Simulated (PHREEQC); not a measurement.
A PHREEQC speciation (ion-association model, phreeqc.dat) at 25 °C gives pH 0.81 and these molalities:

```
species  mol/kgw
-------  -------
H+         0.195
HSO4-      0.145
SO4-2     0.0253
```

Task: What are the element totals, and what could have been dissolved in 1 kg of water to give them?

Result: One answer among several that fit: totals S(6) 0.170 mol/kgw, from 0.17 mol/kgw H2SO4.

Precipitation was switched off in this run.
